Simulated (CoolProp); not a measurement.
Model: reference Helmholtz-energy equation of state, de Reuck 1993, in CoolProp.

Q: For methanol, give the phase and the Z, Joule-Thomson coefficient (K/MPa), viscosity (µPa s), fugacity coefficient at 193.05 °C and 1.37 MPa.

A: 
- 193.05 °C and 1.37 MPa: gas; Z 0.906, Joule-Thomson coefficient 19.6, viscosity 14.9, fugacity coefficient 0.918

Viscosity comes from a separate model (Xiang 2006).
